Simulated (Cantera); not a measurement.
# Low-pressure radical oxidation in H2/O2

A perfectly stirred reactor is fed with 4.93 % H₂, 86.4 % O₂, 8.64 % H₂O, equivalence ratio 0.029, at 610 Pa; it is held at 1275 K, and followed from long to short residence time.

Detailed kinetics in Cantera: the H2/O2 subset of GRI-Mech 3.0, which has no nitrogen chemistry. Radical loss at walls, strong at low pressure, is not modelled. The temperature is held fixed by assumption; the heat of reaction is taken as removed at once.

| τ (s) | x H₂ | x O₂ | x H | x O | x H₂O₂ |
|---|---|---|---|---|---|
| 0.41 | 0.000820 | 0.850 | 0.00167 | 0.00879 | 8.04e-8 |
| 0.18 | 0.00125 | 0.845 | 0.00305 | 0.0131 | 8.89e-8 |
| 0.080 | 0.00178 | 0.840 | 0.00488 | 0.0178 | 9.46e-8 |
| 0.035 | 0.00245 | 0.835 | 0.00678 | 0.0219 | 9.88e-8 |
| 0.015 | 0.00347 | 0.832 | 0.00823 | 0.0242 | 1.04e-7 |
| 0.0068 | 0.00516 | 0.832 | 0.00897 | 0.0242 | 1.10e-7 |
| 0.0030 | 0.00858 | 0.834 | 0.00906 | 0.0221 | 1.20e-7 |
| 0.0013 | 0.0155 | 0.839 | 0.00802 | 0.0176 | 1.23e-7 |
x: mole fraction; the columns are a selection and need not sum to one.
